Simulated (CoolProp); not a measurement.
Model: reference Helmholtz-energy equation of state, Zhou 2016, in CoolProp.

Give the vapour pressure (MPa), liquid density (kg/m³), enthalpy of vaporisation (kJ/kg), vapour Z of saturated R245ca at 333.4 K.


```json
[
 {"T (K)": "333.4", "p (MPa)": "0.330", "liquid density (kg/m³)": "1290", "enthalpy of vaporisation (kJ/kg)": "183", "vapour Z": "0.910"}
]
```
